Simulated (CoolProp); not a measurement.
Properties of water along the isobar 0.121 MPa.

Computed with CoolProp (reference Helmholtz-energy equation of state, Wagner 2002).

```
T (°C)  phase  density (kg/m³)  cp (kJ/(kg K))  Joule-Thomson coefficient (K/MPa)  conductivity (mW/(m K))  Prandtl number  fugacity coefficient
------  -----  ---------------  --------------  ---------------------------------  -----------------------  --------------  --------------------
290.95    gas           0.4662           2.011                              12.85                     42.6           0.941                0.9969
296.35    gas           0.4617           2.013                              12.46                     43.2           0.940                0.9970
301.85    gas           0.4573           2.016                              12.08                     43.8           0.939                0.9971
307.25    gas           0.4530           2.019                              11.73                     44.3           0.938                0.9972
312.65    gas           0.4488           2.022                              11.39                     44.9           0.938                0.9973
318.05    gas           0.4446           2.024                              11.07                     45.5           0.937                0.9974
323.45    gas           0.4406           2.027                              10.76                     46.1           0.936                0.9975
328.85    gas           0.4366           2.030                              10.46                     46.7           0.935                0.9976
334.35    gas           0.4326           2.033                              10.17                     47.3           0.935                0.9977
339.75    gas           0.4287           2.036                              9.895                     47.9           0.934                0.9978
345.15    gas           0.4250           2.039                              9.632                     48.5           0.933                0.9978
```

Viscosity comes from a separate model (Huber 2009). Thermal conductivity comes from a separate model (Huber 2012).
